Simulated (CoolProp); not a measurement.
2000 sccm (0 °C, 1 atm) of nitrogen bubbles through liquid octamethyltrisiloxane (MDM) at 322.9 K and leaves saturated at a total pressure of 0.0461 MPa (ideal gas phase). Each further row changes one setting.

The numbers come from the reference Helmholtz-energy equation of state, Thol 2017 in CoolProp.

```tsv
case	vapour pressure (kPa)	mole fraction of vapour	delivery (mg/min)	delivery (sccm)	change of delivery for a bath 1 K warmer (%)
as stated	2.16	0.0468	(withheld)	98.2	(withheld)
bath temperature 327.9 K	(withheld)	0.0608	1370	129	5.6
total pressure 0.0922 MPa	2.16	(withheld)	506	(withheld)	5.6
```

Problem. Some entries are withheld; supply them.

Solution. 
- as stated, delivery (mg/min): 1040
- as stated, change of delivery for a bath 1 K warmer (%): 5.7
- bath temperature 327.9 K, vapour pressure (kPa): 2.80
- total pressure 0.0922 MPa, mole fraction of vapour: 0.0234
- total pressure 0.0922 MPa, delivery (sccm): 47.9
